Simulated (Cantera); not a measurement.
Na2CO3 + SO3 + CO2 + SO2 (roasting and sulfation)

Input: 1 mol Na2CO3, 0.87 mol SO3, 1.5 mol CO2, 0.23 mol SO2.

Cantera equilibrium calculation (NASA polynomials, part measured and part estimated; ideal gas, pure solids and liquids). Candidate condensed phases: C, Na, NaO2, Na2CO3, Na2O, Na2O2, Na2S, Na2SO4, S; 27 gas species. Kinetics and transport are ignored.

Stable condensed phases:

```
T in K \ P in Pa
            1000    2100    4600    9800   21000   45000   96000  200000  440000  940000 2000000
   1825        A       A       B       B       B       B       B       B       B       B       B
   1725        A       B       B       B       B       B       B       B       B       B       B
   1625        B       B       B       B       B       B       B       B       B       B       B
   1525        B       B       B       B       B       B       B       B       B       B       B
   1425        B       B       B       B       B       B       B       B       B       B       B
   1325        B       B       B       B       B       B       B       B       B       B       B
   1225        B       B       B       B       B       B       B       B       B       B       B
   1125        B       B       B       B       B       B       B       B       B       B       B
   1025        B       B       B       B       B       B       B       B       B       B       B
    925        B       B       B       B       B       B       B       B       B       B       B
    825        B       B       B       B       B       B       B       B       B       B       B
```

A: gas only; B: Na2SO4.
